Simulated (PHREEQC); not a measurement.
A solution holds 0.17 mol/kgw MgCl2, 0.00082 mol/kgw Na2SO4 and 0.00077 mol/kgw KCl, at 25 °C. It is in equilibrium with CO2 at log p = -3.4 (atm). Otherwise closed; pH follows from the charge balance.

The numbers come from PHREEQC with the Pitzer model, pitzer.dat.

Each row changes one thing in this solution. No solid was allowed to form.

```json
[
 {"case": "as made", "pH": "5.53", "CO2 (mol/kgw)": "1.28e-5", "HCO3- (mol/kgw)": "3.67e-6", "MgOH+ (mol/kgw)": "2.69e-8", "MgCO3 (mol/kgw)": "1.32e-9", "CO3-2 (mol/kgw)": "5.76e-10", "SI of Magnesite (MgCO3)": "-3.97", "SI of Sylvite (KCl)": "-4.83"},
 {"case": "diluted 2-fold with water", "pH": "5.56", "CO2 (mol/kgw)": "1.31e-5", "HCO3- (mol/kgw)": "3.50e-6", "MgOH+ (mol/kgw)": "1.72e-8", "MgCO3 (mol/kgw)": "8.61e-10", "CO3-2 (mol/kgw)": "3.13e-10", "SI of Magnesite (MgCO3)": "[?]", "SI of Sylvite (KCl)": "[?]"},
 {"case": "temperature from 25 to 80 °C", "pH": "5.60", "CO2 (mol/kgw)": "4.74e-6", "HCO3- (mol/kgw)": "1.75e-6", "MgOH+ (mol/kgw)": "1.56e-6", "MgCO3 (mol/kgw)": "2.02e-9", "CO3-2 (mol/kgw)": "6.45e-10", "SI of Magnesite (MgCO3)": "-3.99", "SI of Sylvite (KCl)": "-5.24"},
 {"case": "Na2SO4 left out", "pH": "5.53", "CO2 (mol/kgw)": "1.28e-5", "HCO3- (mol/kgw)": "3.66e-6", "MgOH+ (mol/kgw)": "2.68e-8", "MgCO3 (mol/kgw)": "1.31e-9", "CO3-2 (mol/kgw)": "5.72e-10", "SI of Magnesite (MgCO3)": "-3.98", "SI of Sylvite (KCl)": "-4.83"},
 {"case": "MgCl2 from 0.17 to 0.255 mol/kgw", "pH": "[?]", "CO2 (mol/kgw)": "1.24e-5", "HCO3- (mol/kgw)": "3.71e-6", "MgOH+ (mol/kgw)": "3.57e-8", "MgCO3 (mol/kgw)": "1.70e-9", "CO3-2 (mol/kgw)": "8.74e-10", "SI of Magnesite (MgCO3)": "[?]", "SI of Sylvite (KCl)": "-4.68"}
]
```

Problem. Complete the blanks.

Solution. 
- diluted 2-fold with water, SI of Magnesite (MgCO3): -4.16
- diluted 2-fold with water, SI of Sylvite (KCl): -5.38
- MgCl2 from 0.17 to 0.255 mol/kgw, pH: 5.50
- MgCl2 from 0.17 to 0.255 mol/kgw, SI of Magnesite (MgCO3): -3.86

At this temperature some constants are extrapolated from 25 °C, and those without enthalpy data are left unchanged.
